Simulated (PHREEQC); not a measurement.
Make-up at 20 °C: 82 mmol/kgw Cu(NO3)2, 22 mmol/kgw H2SO4 and 25 mmol/kgw FeCl3. Closed to the air; pH follows from the charge balance.

Equilibrium calculation in PHREEQC: ion-association model, phreeqc.dat.

Each row changes one thing in this solution. Precipitation was switched off in this run.

| case | pH | ionic strength (mol/kgw) | Cu+2 (mol/kgw) | Cl- (mol/kgw) | FeSO4+ (mol/kgw) | Fe+3 (mol/kgw) | SI of Goethite (FeOOH) | SI of Fe(OH)3(a) (Fe(OH)3) |
|---|---|---|---|---|---|---|---|---|
| as made | 1.51 | 0.352 | 0.0757 | 0.0673 | 0.00981 | 0.00804 | +2.27 | -3.44 |
| diluted 100-fold with water | 3.19 | 0.00396 | 0.000803 | 0.000749 | 2.13e-5 | 2.66e-5 | +5.58 | -0.13 |
| FeCl3 from 0.025 to 0.0025 mol/kgw | 1.53 | 0.274 | 0.0744 | 0.00713 | 0.00153 | 0.000553 | +1.21 | -4.51 |
| H2SO4 from 0.022 to 0.033 mol/kgw | 1.36 | 0.355 | 0.0741 | 0.0684 | 0.0116 | 0.00608 | +1.69 | -4.02 |
| FeCl3 from 0.025 to 0.25 mol/kgw | 1.49 | 0.990 | 0.0659 | 0.489 | 0.0154 | 0.0416 | +2.74 | -2.98 |

The ionic strength passes 0.7 mol/kgw, the rough limit of the ion-association models, in FeCl3 from 0.025 to 0.25 mol/kgw. Some of these states are supersaturated (in Hematite (slow to form), Goethite (slow to form), for instance).
